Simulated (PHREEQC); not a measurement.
Make-up at 25 °C: 13 mmol/kgw FeSO4, 75 mmol/kgw MgSO4 and 5.3 mmol/kgw H2SO4. Closed to the air; pH follows from the charge balance.

Equilibrium calculation in PHREEQC: ion-association model, phreeqc.dat.

This is a speciation only: nothing precipitates in the calculation.

What pH, density, ionic strength does the model give?

pH 2.45; density 1.008 g/cm³; ionic strength 0.180 mol/kgw.

In which forms is Mg present?

MgSO4 51 %, Mg+2 49 % of the Mg.
